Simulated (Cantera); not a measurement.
Input (Python, Cantera) and output of one run.

```python
import numpy as np
import cantera as ct

gas_names = [...]  # 109 gases of nasa_gas.yaml made of C, Cl, H, Si
cond_names = """
    C(gr) C6H6(L) C7H8(L) C8H18(L),n-octa Si(cr) Si(L) SiC(b)
""".split()


# ... load() reads the species with a 1 bar reference pressure and builds the phases ...
atoms = {
    'SiHCl3': {'Si': 1, 'H': 1, 'CL': 3},
    'CH4': {'C': 1, 'H': 4},
    'H2': {'H': 2},
}
top_T = {'C(gr)': 4500, 'SiC(b)': 3050}  # K; cautious upper limits of use, not melting points


# ... equilibrate(T, P, feed) seeds the gas with the atoms and calls Mixture.equilibrate('TP', solver="vcs", rtol=1e-11, max_steps=5000) ...
results = []
feed = {'SiHCl3': 1, 'CH4': 0.25, 'H2': 7.1}  # mol
P = 1000  # Pa
for T in [925, 1075, 1225, 1375, 1525, 1675, 1825, 1975]:
    mix = equilibrate(T, P, feed)
    results.append((T, P, feed, dict(zip(mix.species_names, mix.species_moles))))

top = {s: max(r[3][s] / sum(r[3][g] for g in gas_names) for r in results) for s in gas_names}
cols = sorted((s for s in top if top[s] > 1e-05), key=lambda s: -top[s])[:8]
seen = [c for c in cond_names if any(r[3].get(c, 0) > 1e-12 for r in results)]
print("log10 of partial pressures in bar; condensed amounts in mol")
print(f"{'T/K':>10s}" + "".join(f"{s[:9]:>10s}" for s in cols + seen))
for T, P, feed, n in results:
    ng = sum(n[g] for g in gas_names)
    print(f"{T:10.4g}" + "".join(f"{np.log10(max(n[s] / ng * P / 1e5, 1e-99)):10.3f}" for s in cols)
          + "".join(f"{n.get(c, 0):10.4g}" for c in seen))
```

Output:

```
log10 of partial pressures in bar; condensed amounts in mol
       T/K        H2       HCL     SiCL2     SiCL4    SiHCL3         H     SiCL3        Si    Si(cr)    SiC(b)
       925    -2.046    -3.779    -5.353    -3.159    -3.866   -10.608    -5.056   -17.649  0.001564      0.25
      1075    -2.062    -3.258    -4.163    -3.264    -3.974    -8.864    -4.313   -14.120    0.0574      0.25
      1225    -2.090    -2.952    -3.426    -3.650    -4.295    -7.551    -3.987   -11.461   0.04903      0.25
      1375    -2.109    -2.842    -3.168    -4.523    -4.985    -6.520    -4.177    -9.438         0      0.25
      1525    -2.114    -2.815    -3.125    -5.514    -5.759    -5.683    -4.556    -7.847         0      0.25
      1675    -2.116    -2.810    -3.115    -6.381    -6.431    -4.993    -4.907    -6.531         0      0.25
      1825    -2.118    -2.807    -3.117    -7.113    -6.999    -4.415    -5.209    -5.439         0      0.25
      1975    -2.126    -2.795    -3.142    -7.729    -7.490    -3.927    -5.474    -4.560         0    0.2493
```

Cantera equilibrium calculation (NASA polynomials, part measured and part estimated; ideal gas, pure solids and liquids). Mutual solubility and eutectic melting of coexisting phases are not modelled. The tables' values for SiCl3, SiCl are old estimates; treat these amounts as uncertain. Gases not in the tables: Si2H6 and higher silanes.
